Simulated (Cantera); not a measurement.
# Equilibrium for silicon oxide and oxynitride deposition: SiH2Cl2 + NO + N2O

A closed system holds: 1 mol SiH2Cl2, 0.35 mol NO, 5.1 mol N2O, held at 1000 Pa.

Cantera equilibrium calculation (NASA polynomials, part measured and part estimated; ideal gas, pure solids and liquids). Candidate condensed phases: H2O, NH4Cl, Si, SiO2, Si2N2O, Si3N4; 47 gas species. The tables hold silica as quartz up to 1696 K and as liquid above; real silica turns to tridymite and cristobalite and melts near 1996 K. The numbers say what is thermodynamically allowed, not how fast it happens.

From 1623 K to 1673 K the condensed part is SiO2(β-quartz). From 1698 K to 1773 K the condensed part is SiO2(condensed).

| T (K) | log p N2 | log p O2 | log p HCl | log p Cl | log p H2O | n SiO2(β-quartz) | n SiO2(condensed) |
|---|---|---|---|---|---|---|---|
| 1623 | -2.24 | -2.75 | -2.76 | -3.36 | -3.64 | 1.00 | 0 |
| 1648 | -2.24 | -2.75 | -2.77 | -3.33 | -3.62 | 1.00 | 0 |
| 1673 | -2.24 | -2.76 | -2.77 | -3.31 | -3.60 | 1.00 | 0 |
| 1698 | -2.24 | -2.76 | -2.78 | -3.28 | -3.57 | 0 | 1.000 |
| 1723 | -2.24 | -2.76 | -2.79 | -3.26 | -3.55 | 0 | 1.000 |
| 1748 | -2.24 | -2.76 | -2.80 | -3.23 | -3.53 | 0 | 1.000 |
| 1773 | -2.24 | -2.77 | -2.81 | -3.21 | -3.51 | 0 | 1.000 |
log p: log10 of the partial pressure in bar; n: condensed amount in mol.
